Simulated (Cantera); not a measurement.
Input: 1 mol MgO, 1.1 mol HCl, 11 mol H2, equilibrated at 752 °C and 0.0100 bar.

Equilibrium computed with Cantera from the NASA thermochemical tables; the gas is ideal and each condensed phase is pure. Candidate condensed phases: H2O, Mg, MgCl2, MgO, Mg(OH)2; 22 gas species. Rates play no part.

Base state: H2 0.909, HCl 0.0899, H2O 0.000480, MgCl2 0.000480 (mole fractions); condensed: MgO(s).

What changes in the equilibrium state with this change: temperature from 752 °C to 1475 °C?


| species | before | after |
|---|---|---|
| H2 | 0.909 | 0.904 |
| HCl | 0.0899 | 0.0694 |
| H2O | 0.000480 | 0.0124 |
| MgCl2 | 0.000480 | 0.0105 |
| Mg | <1e-9 | 0.00177 |
| MgCl | <1e-9 | 0.000142 |
| H | 4.15e-8 | 0.00217 |
| MgO(s), mol | 0.994 | 0.850 |
